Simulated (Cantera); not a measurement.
A perfectly stirred reactor is fed with H2 : O2 : N2 = 1 : 1.11 : 4.18 (molar parts), at 1.00 atm; it is adiabatic with a 673 K inlet, and is followed from long to short residence time, starting on the burning branch (τ in s: 0.026, 0.014, 0.0078, 0.0043, 0.0024, 0.0013, 0.00071, 0.00039, 0.00021, 0.00012, 6.4e-05, 3.5e-05, 1.9e-05).

Cantera simulation using the H2/O2 subset of GRI-Mech 3.0, which has no nitrogen chemistry; the numbers are that mechanism's predictions, not measurements.

What does this change do: inlet temperature 673 to 323 K?


| quantity | before | after |
|---|---|---|
| blow-out, bracketed by the residence times tried | burning at 19.0 µs, the shortest tried | burning at 64.0 µs, out at 35.0 µs |
| x(H2) at τ = 26.0 ms | 0.000376 | 0.000347 |
| x(O2) at τ = 26.0 ms | 0.105 | 0.105 |
| x(OH) at τ = 26.0 ms | 0.00263 | 0.00126 |
| x(H2O2) at τ = 26.0 ms | 1.58e-7 | 4.12e-7 |
| x(O) at τ = 26.0 ms | 0.000432 | 0.000249 |
| x(H2) at τ = 0.710 ms | 0.00364 | 0.00363 |
| x(O2) at τ = 0.710 ms | 0.103 | 0.105 |
| x(OH) at τ = 0.710 ms | 0.00707 | 0.00348 |
| x(H2O2) at τ = 0.710 ms | 6.79e-7 | 1.97e-6 |
| x(O) at τ = 0.710 ms | 0.00412 | 0.00240 |
